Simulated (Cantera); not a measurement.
Input: 1 mol Cu₂O, 1.8 mol CO, at 2400 K and 3.10 mbar.

Method: chemical equilibrium by Gibbs-energy minimisation in Cantera with the NASA 1993 tables (ideal gas, pure condensed phases). Candidate condensed phases: C, Cu, CuO, Cu₂O; 15 gas species. The numbers say what is thermodynamically allowed, not how fast it happens.

Base state: Cu 0.492, CO 0.297, CO₂ 0.146, O₂ 0.0352, O 0.0292, CuO 0.000396, Cu₂ 0.000100 (mole fractions); condensed: gas only.

Q: What changes in the equilibrium state with this change: CO from 1.8 to 6.1 mol?

A: 
```json
[
 {"species": "CO", "before": "0.297", "after": "0.639"},
 {"species": "Cu", "before": "0.492", "after": "0.243"},
 {"species": "CO₂", "before": "0.146", "after": "0.104"},
 {"species": "O₂", "before": "0.0352", "after": "0.00387"},
 {"species": "O", "before": "0.0292", "after": "0.00969"},
 {"species": "CuO", "before": "0.000396", "after": "6.50e-5"},
 {"species": "Cu₂", "before": "0.000100", "after": "2.46e-5"}
]
```
